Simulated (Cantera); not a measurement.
Charge: 1 mol ZrO2, a varied amount of H2, at 0.100 bar.

These are equilibrium values from Cantera (NASA tables, ideal gas, pure condensed phases), not measurements of a reactor. Candidate condensed phases: H2O, Zr, ZrO2; 12 gas species. Mutual solubility and eutectic melting of coexisting phases are not modelled. Condensed phases not in the tables: N, O or C dissolved in the metal. Kinetics and transport are ignored.

Question: What condenses at these points (T in K, n(H2) in mol): (2000, 460); (1800, 160); (2000, 160); (1800, 210); (1750, 460)?

Answer: 
```tsv
T (K)	n(H2) in mol	condensed phases	Zr condensed (%)
2000	460	Zr + ZrO2	100.0
1800	160	ZrO2	100.0
2000	160	ZrO2	100.0
1800	210	ZrO2	100.0
1750	460	ZrO2	100.0
```
